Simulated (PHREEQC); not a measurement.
Consider water at 25 °C with 0.002 mol NaBr and 0.12 mol LiCl per kg of water. Closed to the air; pH follows from the charge balance.

Computed with PHREEQC (ion-association model, phreeqc.dat).

Each row changes one thing in this solution. This is a speciation only: nothing precipitates in the calculation.

| case | pH | ionic strength (mol/kgw) |
|---|---|---|
| as made | 6.98 | 0.122 |
| diluted 2-fold with water | 6.99 | 0.0610 |
| temperature from 25 to 20 °C | 7.06 | 0.122 |
| LiCl from 0.12 to 0.18 mol/kgw | 6.97 | 0.182 |
| NaBr left out | 6.98 | 0.120 |
| 0.019 mol/kgw Fe(NO3)3 added | 2.24 | 0.209 |

Some of these states are supersaturated (in Hematite (slow to form), Goethite (slow to form), for instance).
